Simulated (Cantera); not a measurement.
An adiabatic, constant-volume homogeneous reactor starts with CH4 : CO : O2 : N2 = 1 : 0.034 : 4.58 : 17.2 (molar parts), at 1675 K and 1.18 atm. Integrator tolerance rtol = 1e-08.

Detailed kinetics in Cantera: GRI-Mech 3.0 (53 species, 325 reactions).

Task: What does this change do: initial temperature 1675 to 1450 K?

Result: 
```csv
quantity,before,after
time of steepest temperature rise,0.192 ms,1.20 ms
temperature at 0.400 s,2604 K,2479 K
equilibrium temperature,2604 K,2479 K
x(CH4) at 0.400 s,<1e-12 (gas-phase equilibrium <1e-12),<1e-12 (gas-phase equilibrium <1e-12)
x(CO) at 0.400 s,0.00568 (gas-phase equilibrium 0.00568),0.00303 (gas-phase equilibrium 0.00303)
x(O2) at 0.400 s,0.100 (gas-phase equilibrium 0.100),0.103 (gas-phase equilibrium 0.103)
x(CH3) at 0.400 s,<1e-12 (gas-phase equilibrium <1e-12),<1e-12 (gas-phase equilibrium <1e-12)
x(OH) at 0.400 s,0.0124 (gas-phase equilibrium 0.0124),0.00856 (gas-phase equilibrium 0.00856)
x(CH2CO) at 0.400 s,<1e-12 (gas-phase equilibrium <1e-12),<1e-12 (gas-phase equilibrium <1e-12)
x(NO) at 0.400 s,0.0184 (gas-phase equilibrium 0.0184),0.0151 (gas-phase equilibrium 0.0151)
```

Task: What does this change do: 1.1 parts CO2 added?

Result: 
```json
[
 {"quantity": "time of steepest temperature rise", "before": "0.192 ms", "after": "0.202 ms"},
 {"quantity": "temperature at 0.400 s", "before": "2604 K", "after": "2538 K"},
 {"quantity": "equilibrium temperature", "before": "2604 K", "after": "2538 K"},
 {"quantity": "x(CH4) at 0.400 s", "before": "<1e-12 (gas-phase equilibrium <1e-12)", "after": "<1e-12 (gas-phase equilibrium <1e-12)"},
 {"quantity": "x(CO) at 0.400 s", "before": "0.00568 (gas-phase equilibrium 0.00568)", "after": "0.00850 (gas-phase equilibrium 0.00850)"},
 {"quantity": "x(O2) at 0.400 s", "before": "0.100 (gas-phase equilibrium 0.100)", "after": "0.0987 (gas-phase equilibrium 0.0987)"},
 {"quantity": "x(CH3) at 0.400 s", "before": "<1e-12 (gas-phase equilibrium <1e-12)", "after": "<1e-12 (gas-phase equilibrium <1e-12)"},
 {"quantity": "x(OH) at 0.400 s", "before": "0.0124 (gas-phase equilibrium 0.0124)", "after": "0.0101 (gas-phase equilibrium 0.0101)"},
 {"quantity": "x(CH2CO) at 0.400 s", "before": "<1e-12 (gas-phase equilibrium <1e-12)", "after": "<1e-12 (gas-phase equilibrium <1e-12)"},
 {"quantity": "x(NO) at 0.400 s", "before": "0.0184 (gas-phase equilibrium 0.0184)", "after": "0.0160 (gas-phase equilibrium 0.0160)"}
]
```
